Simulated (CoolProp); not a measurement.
Computed with CoolProp (reference Helmholtz-energy equation of state, Zhou 2011).

Problem. Give the vapour pressure (kPa), liquid density (kg/m³), vapour density (kg/m³), liquid cp (kJ/(kg K)) of saturated dimethyl carbonate at 16.45, 41.55 °C.

Solution. 
| T (°C) | p (kPa) | liquid density (kg/m³) | vapour density (kg/m³) | liquid cp (kJ/(kg K)) |
|---|---|---|---|---|
| 16.45 | 4.61 | 1070 | 0.173 | 1.82 |
| 41.55 | 16.1 | 1040 | 0.558 | 1.86 |
